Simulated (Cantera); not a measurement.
A perfectly stirred reactor is fed with N₂O : O₂ = 1 : 0.083 (molar parts), at 1330 Pa; it is held at 1250 K, and followed from long to short residence time.

Computed with Cantera and GRI-Mech 3.0 (53 species, 325 reactions). GRI-Mech 3.0 was tuned for natural gas; its chemistry of N2O as a main component is partial and can be far from experiment. Radical loss at walls, strong at low pressure, is not modelled. The mechanism lacks the step 2 NO + O2 → 2 NO2, which can matter for NO2 below about 1400 K. The temperature is held fixed by assumption; the heat of reaction is taken as removed at once.

x: mole fraction; the columns are a selection and need not sum to one.

| τ (s) | x N₂O | x O₂ | x O | x NO | x NO₂ | x N₂ |
|---|---|---|---|---|---|---|
| 7.6 | 0.753 | 0.123 | 3.85e-6 | 0.0147 | … | 0.109 |
| 3.2 | 0.843 | 0.0986 | 3.86e-6 | 0.00694 | … | 0.0516 |
| 1.3 | 0.889 | 0.0860 | 3.86e-6 | 0.00297 | … | 0.0221 |
| 0.56 | 0.908 | 0.0808 | 3.86e-6 | 0.00131 | … | 0.00973 |
| 0.24 | 0.917 | 0.0784 | 3.85e-6 | 0.000565 | … | 0.00421 |
| 0.099 | 0.921 | 0.0774 | 3.84e-6 | 0.000234 | … | 0.00174 |
| 0.042 | 0.922 | 0.0770 | 3.82e-6 | 9.87e-5 | … | 0.000738 |
| 0.018 | 0.923 | 0.0768 | 3.77e-6 | 4.18e-5 | 2.67e-10 | 0.000315 |
| 0.0074 | 0.923 | 0.0767 | 3.66e-6 | 1.67e-5 | 4.37e-11 | 0.000128 |

Complete the blanks.


- 7.6, x NO₂: 2.77e-6
- 3.2, x NO₂: 1.13e-6
- 1.3, x NO₂: 3.94e-7
- 0.56, x NO₂: 1.26e-7
- 0.24, x NO₂: 3.38e-8
- 0.099, x NO₂: 7.16e-9
- 0.042, x NO₂: 1.42e-9
